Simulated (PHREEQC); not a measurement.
# Alkaline etch or developer

Make-up at 20 °C: 0.15 mol/kgw KOH and 5.6e-05 mol/kgw H3BO3. Closed to the air; pH follows from the charge balance.

The numbers come from PHREEQC with the ion-association model, phreeqc.dat.

Each row changes one thing in this solution. No solid was allowed to form.

```json
[
 {"case": "as made", "pH": "13.21", "ionic strength (mol/kgw)": "0.150"},
 {"case": "H3BO3 replaced by NH4BF4 at the same molality", "pH": "13.21", "ionic strength (mol/kgw)": "0.150"},
 {"case": "KOH from 0.15 to 0.225 mol/kgw", "pH": "…", "ionic strength (mol/kgw)": "0.225"},
 {"case": "diluted 100-fold with water", "pH": "11.32", "ionic strength (mol/kgw)": "…"},
 {"case": "KOH replaced by K2HPO4 at the same molality", "pH": "9.07", "ionic strength (mol/kgw)": "…"},
 {"case": "H3BO3 replaced by NaBF4 at the same molality", "pH": "13.21", "ionic strength (mol/kgw)": "0.150"},
 {"case": "H3BO3 left out", "pH": "13.21", "ionic strength (mol/kgw)": "0.150"},
 {"case": "temperature from 20 to 40 °C", "pH": "…", "ionic strength (mol/kgw)": "0.150"}
]
```

Problem. What belongs in the gaps?

Solution. 
- KOH from 0.15 to 0.225 mol/kgw, pH: 13.37
- diluted 100-fold with water, ionic strength (mol/kgw): 0.00150
- KOH replaced by K2HPO4 at the same molality, ionic strength (mol/kgw): 0.419
- temperature from 20 to 40 °C, pH: 12.57

At this temperature some constants are extrapolated from 25 °C, and those without enthalpy data are left unchanged. Real BF4- forms and hydrolyses slowly; the run takes it at equilibrium.
